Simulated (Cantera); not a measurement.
Feed: 1 mol Cu2O, 14 mol H2, at 31.5 Torr.

Cantera equilibrium calculation (NASA polynomials, part measured and part estimated; ideal gas, pure solids and liquids). Candidate condensed phases: Cu, CuO, Cu(OH)2, Cu2O, H2O; 12 gas species. Equilibrium is a limit: real reactors are often held back by kinetics, nucleation or transport.

log p: log10 of the partial pressure in bar; n: condensed amount in mol.

```csv
T (K),log p H2,log p H2O,log p Cu,log p H,log p Cu2,log p OH,log p O,n Cu(s),n Cu(l)
773,-1.41,-2.52,<-13,-12.75,<-13,<-13,<-13,2.00,0
848,-1.41,-2.52,<-13,-11.43,<-13,<-13,<-13,2.00,0
923,-1.41,-2.52,?,-10.32,<-13,<-13,<-13,2.00,0
998,-1.41,-2.52,?,-9.37,<-13,-13.15,<-13,2.00,0
1073,-1.41,-2.52,?,-8.56,<-13,-12.10,<-13,2.00,0
1148,-1.41,-2.52,?,-7.85,<-13,-11.19,<-13,2.00,0
1223,-1.41,-2.52,?,-7.23,-12.07,-10.39,<-13,2.00,0
1298,-1.41,-2.52,?,-6.67,-10.92,-9.68,<-13,2.00,0
1373,-1.41,-2.52,?,-6.18,-9.90,-9.04,<-13,0,2.00
1448,-1.41,-2.52,?,-5.74,-9.04,-8.48,-12.86,0,2.00
1523,-1.41,-2.52,?,-5.34,-8.26,-7.97,-11.96,0,2.00
1598,-1.41,-2.52,?,-4.98,-7.56,-7.50,-11.15,0,1.99
1673,-1.41,-2.52,?,-4.65,-6.93,-7.08,-10.41,0,1.96
1748,-1.41,-2.53,?,-4.35,-6.35,-6.70,-9.73,0,1.90
```

**Question.** Fill in the missing entries.

**Answer.** 
- 923, log p Cu: -12.26
- 998, log p Cu: -10.84
- 1073, log p Cu: -9.62
- 1148, log p Cu: -8.57
- 1223, log p Cu: -7.64
- 1298, log p Cu: -6.82
- 1373, log p Cu: -6.10
- 1448, log p Cu: -5.48
- 1523, log p Cu: -4.92
- 1598, log p Cu: -4.41
- 1673, log p Cu: -3.95
- 1748, log p Cu: -3.54
